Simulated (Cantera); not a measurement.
An isothermal, constant-pressure homogeneous reactor starts with CO : O2 : H2O : N2 : H2 = 0.02 : 0.038 : 0.007 : 1 : 0.057 (molar parts), equivalence ratio 1.0, at 1400 K and 0.132 atm.

Detailed kinetics in Cantera: GRI-Mech 3.0 (53 species, 325 reactions). The temperature is held fixed by assumption; the heat of reaction is taken as removed at once.

x: mole fraction; the columns are a selection and need not sum to one.

| t (s) | x CO | x O2 | x H2O | x NO | x OH | x NO2 |
|---|---|---|---|---|---|---|
| 3.00e-5 | 0.0178 | 0.0339 | 0.00624 | <1e-12 | 1.89e-9 | <1e-12 |
| 7.82e-5 | 0.0178 | 0.0339 | 0.00624 | <1e-12 | 1.06e-8 | <1e-12 |
| 0.000204 | 0.0178 | 0.0339 | 0.00624 | <1e-12 | 2.39e-7 | <1e-12 |
| 0.000531 | 0.0177 | 0.0314 | 0.0100 | 8.75e-10 | 0.000428 | <1e-12 |
| 0.00138 | 0.0103 | 0.0117 | 0.0354 | [?] | 0.00209 | 3.01e-11 |
| 0.00361 | 0.00622 | 0.00928 | 0.0383 | [?] | 0.00187 | 9.21e-11 |
| 0.00940 | 0.00477 | 0.00678 | 0.0448 | [?] | 0.00146 | 1.61e-10 |
| 0.0245 | 0.00329 | 0.00413 | 0.0509 | 2.03e-5 | 0.000958 | 2.02e-10 |
| 0.0638 | 0.00205 | 0.00221 | 0.0547 | 2.18e-5 | 0.000553 | 2.21e-10 |
| 0.166 | 0.00126 | 0.00111 | 0.0567 | 2.22e-5 | 0.000306 | 2.32e-10 |
| 0.434 | 0.000811 | 0.000527 | 0.0576 | 2.23e-5 | 0.000169 | 2.32e-10 |
| 1.13 | 0.000569 | 0.000226 | 0.0581 | 2.23e-5 | 9.24e-5 | 2.09e-10 |
| 2.94 | 0.000447 | 7.78e-5 | 0.0583 | 2.23e-5 | 4.79e-5 | 1.55e-10 |
| 7.67 | 0.000396 | 1.75e-5 | 0.0584 | 2.23e-5 | 2.13e-5 | 8.69e-11 |
| 20.0 | 0.000382 | 2.00e-6 | 0.0585 | 2.21e-5 | 6.96e-6 | 3.81e-11 |

Problem. Fill in the missing entries.

Solution. 
- 0.00138, x NO: 2.71e-6
- 0.00361, x NO: 9.10e-6
- 0.00940, x NO: 1.62e-5
